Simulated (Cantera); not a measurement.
Feed: 1 mol CCl4, a varied amount of Si, equilibrated at 2877 °C and 0.150 bar.

Method: chemical equilibrium by Gibbs-energy minimisation in Cantera with the NASA 1993 tables (ideal gas, pure condensed phases). Candidate condensed phases: C, Si, SiC; 24 gas species. The tables' values for SiCl, CCl, SiCl3 are old estimates; treat these amounts as uncertain. Rates play no part.

At 0.018 mol Si, list the 5 most abundant gas species with their mole fractions, and the condensed phases.

Cl 0.982, C3 0.00951, SiCl2 0.00239, C 0.00131, C2 0.000995. Condensed: C(graphite).
